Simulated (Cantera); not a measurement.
Gas-phase reforming

An isothermal, constant-pressure homogeneous reactor starts with CH4 : CO2 = 1 : 0.37 (molar parts), at 1298 K and 8.80 bar.

Cantera simulation using GRI-Mech 3.0 (53 species, 325 reactions); the numbers are that mechanism's predictions, not measurements. GRI-Mech 3.0 stops at C3 and has no aromatics, soot or wall deposition, so with more carbon than oxygen in the feed, carbon stays in small species such as C2H2 where larger ones or solid carbon would form.

```tsv
t (s)	x CH4	x CO2	x CH2CO	x C2H6	x H2O
6.00e-5	0.730	0.270	<1e-12	2.24e-8	1.60e-9
0.000235	0.730	0.270	<1e-12	8.55e-7	6.37e-9
0.000917	0.730	0.270	<1e-12	8.20e-6	2.58e-8
0.00358	0.730	0.270	<1e-12	3.77e-5	1.06e-7
0.0140	0.730	0.270	<1e-12	0.000146	4.80e-7
0.0548	0.728	0.270	1.49e-11	0.000460	3.20e-6
0.214	0.723	0.269	4.56e-10	0.000761	4.11e-5
0.837	0.702	0.266	1.30e-8	0.000704	0.000653
3.27	0.629	0.249	2.53e-7	0.000996	0.00947
12.8	0.492	0.157	3.43e-6	0.00254	0.0849
50.0	0.445	0.103	5.80e-6	0.00275	0.123
```
x: mole fraction; the columns are a selection and need not sum to one.

Equilibrium at this temperature and pressure: CH4 0.293, CO2 0.000166, CH2CO 8.39e-7, C2H6 0.000328, H2O 0.000296 (gas phase only).
